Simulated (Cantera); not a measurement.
## Ignition delay

Mixture: CH4 : O2 : N2 = 1 : 4.65 : 12.6 (molar parts), at 1.00 bar, adiabatic and at constant pressure. Ignition delay is the time to a rise of 400 K.

Detailed kinetics in Cantera: GRI-Mech 3.0 (53 species, 325 reactions).

```tsv
T0 (K)	delay (ms)
1000	554
1075	152
1150	46.6
1225	15.7
1300	5.87
1375	2.43
1450	1.12
1525	0.576
```

The apparent activation energy between 1375 and 1525 K comes out as 170 kJ/mol.
